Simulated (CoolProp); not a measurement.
Properties of methanol at several states.

Model: reference Helmholtz-energy equation of state, de Reuck 1993, in CoolProp.

| T (K) | p (MPa) | phase | cp (kJ/(kg K)) | isothermal compressibility (1/MPa) | expansivity (1/kK) | viscosity (µPa s) | conductivity (mW/(m K)) | fugacity coefficient |
|---|---|---|---|---|---|---|---|---|
| 407.9 | 0.0113 | gas | 1.638 | 88.61 | 2.467 | [?] | [?] | 0.9987 |
| 619.6 | 0.659 | gas | 2.193 | 1.538 | 1.666 | [?] | 56.6 | 0.9868 |
| 529.4 | 12.4 | supercritical | 9.240 | [?] | 17.69 | 49.5 | 158 | [?] |
| 227.4 | 3.57 | liquid | 2.251 | 0.0007709 | 1.122 | 2080 | 215 | 3.560e-5 |
| 377.8 | 34.7 | liquid | [?] | 0.001344 | [?] | [?] | 202 | 0.01757 |

Task: Complete the blanks.

Result: 
- 407.9, viscosity (µPa s): 13.3
- 407.9, conductivity (mW/(m K)): 26.3
- 619.6, viscosity (µPa s): 20.4
- 529.4, isothermal compressibility (1/MPa): 0.07326
- 529.4, fugacity coefficient: 0.5449
- 377.8, cp (kJ/(kg K)): 3.061
- 377.8, expansivity (1/kK): 1.179
- 377.8, viscosity (µPa s): 265

Viscosity comes from a separate model (Xiang 2006). Thermal conductivity comes from a separate model (Sykioti 2013).
